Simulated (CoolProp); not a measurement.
Vapour-liquid equilibrium of R125 (1) + R152A (2) at 870 kPa; x and y are mole fractions of (1).

Computed with CoolProp (multi-fluid Helmholtz-energy mixture model, Lemmon 2005 and Outcalt 1996; pair parameters Bell 2016).

Question: Give the bubble temperature and the first vapour's composition at x = 0.65, 0.725, 0.95. Is there an azeotrope?

Answer: x = 0.65: 290.6 K, y = 0.783; x = 0.725: 288.6 K, y = 0.839; x = 0.95: 282.9 K, y = 0.976. No azeotrope shows between x = 0.05 and 0.95.

Pair parameters are fitted to limited data, so mixtures are less certain than the pure fluids.
